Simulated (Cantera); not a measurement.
Input: 1 mol Cr, 0.12 mol O2, 2.6 mol N2, at 45.0 Pa.

These are equilibrium values from Cantera (NASA tables, ideal gas, pure condensed phases), not measurements of a reactor. Candidate condensed phases: Cr, CrN, Cr2N, Cr2O3; 14 gas species. Mutual solubility and eutectic melting of coexisting phases are not modelled. Kinetics and transport are ignored.

x: gas mole fraction; n: condensed amount in mol.

```csv
T (°C),x N2,x Cr,x CrO,n Cr2N(s),n Cr2O3(s),n Cr(s)
727,1.00,6.40e-11,<1e-12,0.420,0.0800,0
777,1.00,(withheld),<1e-12,0.420,0.0800,0
827,1.00,8.88e-9,<1e-12,0.420,0.0800,0
877,1.00,7.54e-8,<1e-12,0.420,0.0800,0
927,1.000,5.26e-7,7.85e-12,0,0.0800,0.840
977,1.000,(withheld),(withheld),0,0.0800,0.840
1027,1.000,1.06e-5,5.54e-10,0,0.0800,0.840
1077,1.000,4.00e-5,3.66e-9,0,0.0800,0.840
```

Fill in the missing entries.


- 977, x Cr: 2.51e-6
- 977, x CrO: 7.20e-11
- 777, x Cr: 8.50e-10
